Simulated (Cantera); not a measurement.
# Adiabatic ignition

An adiabatic, constant-pressure homogeneous reactor starts with CH4 : O2 : N2 = 1 : 1.82 : 6.84 (molar parts), equivalence ratio 1.1, at 1425 K and 18.0 bar.

Model: GRI-Mech 3.0 (53 species, 325 reactions), integrated in Cantera. The pressure lies above the range GRI-Mech 3.0 was tuned for (to about 10 atm).

```csv
t (s),T (K),x CH4,x O2,x HCO,x NO,x C2H4,x H2
6.00e-6,1425,0.104,0.188,9.05e-12,<1e-12,3.19e-9,4.13e-7
1.79e-5,1425,0.103,0.188,2.19e-10,<1e-12,2.25e-7,4.65e-6
5.35e-5,1427,0.103,0.188,3.14e-9,<1e-12,5.88e-6,5.02e-5
0.000160,1447,0.0988,0.185,6.73e-8,2.97e-12,0.000165,0.000779
0.000476,2913,<1e-12,0.00604,2.40e-7,0.00627,<1e-12,0.0176
0.00142,2912,<1e-12,0.00593,2.40e-7,0.00669,<1e-12,0.0177
0.00424,2912,<1e-12,0.00593,2.40e-7,0.00669,<1e-12,0.0177
0.0127,2912,<1e-12,0.00593,2.40e-7,0.00669,<1e-12,0.0177
0.0378,2912,<1e-12,0.00593,2.40e-7,0.00669,<1e-12,0.0177
0.113,2912,<1e-12,0.00593,2.40e-7,0.00669,<1e-12,0.0177
0.337,2912,<1e-12,0.00593,2.40e-7,0.00669,<1e-12,0.0177
1.01,2912,<1e-12,0.00593,2.40e-7,0.00669,<1e-12,0.0177
3.00,2912,<1e-12,0.00593,2.40e-7,0.00669,<1e-12,0.0177
```
x: mole fraction; the columns are a selection and need not sum to one.

```yaml
time_of_steepest_temperature_rise: 0.234 ms
temperature at 3.00 s: 2912 K
equilibrium_temperature: 2912 K
x(CH4) at 3.00 s: <1e-12 (gas-phase equilibrium <1e-12)
x(O2) at 3.00 s: 0.00593 (gas-phase equilibrium 0.00593)
x(HCO) at 3.00 s: 2.40e-7 (gas-phase equilibrium 2.40e-7)
```
